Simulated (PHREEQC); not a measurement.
Consider water at 59 °C with 0.125 mol HF, 4.4e-05 mol NaF, 0.115 mol (NH4)2SiF6 and 0.07 mol H2SO4 per kg of water. Closed to the air; pH follows from the charge balance.

Computed with PHREEQC (ion-association model, wateq4f.dat).

This is a speciation only: nothing precipitates in the calculation.

Question: Order these S species by the share of S that they hold, largest first: NH4SO4-, HSO4-, SO4-2.

Answer: HSO4- (74 %), SO4-2 (16 %), NH4SO4- (9.8 %)

The pH is 1.17 and the ionic strength 0.439 mol/kgw. Away from 25 °C the constants follow the database's enthalpies or fits; those with neither stay at their 25 °C values. SiF6-2 is the database's only silicon fluoride.
